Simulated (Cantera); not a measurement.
A closed system holds: 1 mol CH2F2, 0.37 mol F2, held at 3398 K and 0.133 bar.

Cantera equilibrium calculation (NASA polynomials, part measured and part estimated; ideal gas, pure solids and liquids). Candidate condensed phases: C, C6H6, C7H8, C8H18; 95 gas species. Kinetics and transport are ignored.

Base state: HF 0.575, F 0.226, C3 0.0704, H 0.0486, CF 0.0482, C 0.00962, C2 0.00861, CF2 0.00646 (mole fractions); condensed: gas only.

Question: What changes in the equilibrium state with this change: temperature from 3398 K to 3325 K?

Answer: 
```tsv
species	before	after
HF	0.575	0.623
F	0.226	0.218
C3	0.0704	0.0526
H	0.0486	0.0342
CF	0.0482	0.0461
CH	3.37e-5	2.00e-5
C	0.00962	0.00617
C2	0.00861	0.00570
C(graphite), mol	0	0.252
```

Question: What changes in the equilibrium state with this change: F2 from 0.37 to 0.019 mol?

Answer: 
```tsv
species	before	after
HF	0.575	0.623
F	0.226	0.112
H	0.0486	0.106
CF	0.0482	0.0261
C3	0.0704	0.0920
C2	0.00861	0.0103
C	0.00962	0.0105
C4H2	1.16e-5	7.91e-5
C2H2 (acetylene)	0.000201	0.00114
H2	0.00145	0.00690
CF2	0.00646	0.00174
```

Question: What changes in the equilibrium state with this change: F2 from 0.37 to 1.8 mol?

Answer: 
```
species             before     after
----------------  --------  --------
F                    0.226     0.522
HF                   0.575     0.337
CF                  0.0482    0.0739
C3                  0.0704    0.0204
H                   0.0486    0.0123
CF2                0.00646    0.0230
C4H2               1.16e-5   1.43e-7
C2H2 (acetylene)  0.000201   5.63e-6
H2                 0.00145   9.28e-5
C2H                0.00190  0.000211
CF3                5.27e-6   4.34e-5
```
